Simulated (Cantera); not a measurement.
**Metals in furnace atmospheres: Ti + H2O + H2**

Input: 1 mol Ti, 0.01 mol H2O, 2.7 mol H2, equilibrated at 133 Pa.

Equilibrium computed with Cantera from the NASA thermochemical tables; the gas is ideal and each condensed phase is pure. Candidate condensed phases: H2O, Ti, TiO, TiO2, Ti2O3, Ti3O5, Ti4O7; 12 gas species. Mutual solubility and eutectic melting of coexisting phases are not modelled. TiO: taken at fixed stoichiometry. Condensed phases not in the tables: N, O or C dissolved in the metal. Rates play no part.

| T (K) | x H2 | x H | x Ti | x H2O | x TiO | n Ti(α) | n TiO(s) | n Ti(β) |
|---|---|---|---|---|---|---|---|---|
| 1023 | 1.00 | 1.13e-7 | <1e-12 | <1e-12 | <1e-12 | 0.990 | 0.0100 | 0 |
| 1098 | 1.000 | 6.77e-7 | 1.03e-12 | 1.25e-12 | <1e-12 | 0.990 | 0.0100 | 0 |
| 1173 | 1.000 | 3.23e-6 | 2.69e-11 | 9.48e-12 | <1e-12 | 0 | 0.0100 | 0.990 |
| 1248 | 1.000 | 1.28e-5 | 4.64e-10 | 5.71e-11 | <1e-12 | 0 | 0.0100 | 0.990 |
| 1323 | 1.000 | 4.34e-5 | 5.78e-9 | 2.73e-10 | 1.47e-11 | 0 | 0.0100 | 0.990 |
| 1398 | 1.000 | 0.000130 | 5.47e-8 | 1.09e-9 | 2.41e-10 | 0 | 0.0100 | 0.990 |
| 1473 | 1.000 | 0.000346 | 4.11e-7 | 3.76e-9 | 2.94e-9 | 0 | 0.01000 | 0.990 |
x: gas mole fraction; n: condensed amount in mol.

From 1023 K to 1098 K the condensed part is Ti(α) + TiO(s). From 1173 K to 1473 K the condensed part is Ti(β) + TiO(s).
